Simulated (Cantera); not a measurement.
A closed system holds: 1 mol trisilylamine, 2.9 mol NH3, at 1625 K and 0.0160 bar.

Cantera equilibrium calculation (NASA polynomials, part measured and part estimated; ideal gas, pure solids and liquids). The feed counts by its element totals alone. Mutual solubility and eutectic melting of coexisting phases are not modelled. Kinetics and transport are ignored.

| species | before | after |
|---|---|---|
| H2 | 0.971 | 1.000 |
| H | 0.000550 | 3.51e-7 |
| N2 | 0.0286 | 1.49e-7 |
| Si | 1.02e-5 | <1e-9 |
| Si(s), mol | 0.465 | 0.0750 |
| Si3N4(s), mol | 0.845 | 0.975 |
Gas species are given as mole fractions.

**Question.** What was changed between the two runs?
A. temperature from 1625 K to 1525 K
B. temperature from 1625 K to 1125 K
C. pressure from 0.0160 bar to 0.000400 bar
D. NH3 from 2.9 to 4.1 mol

**Answer.** B, temperature from 1625 K to 1125 K
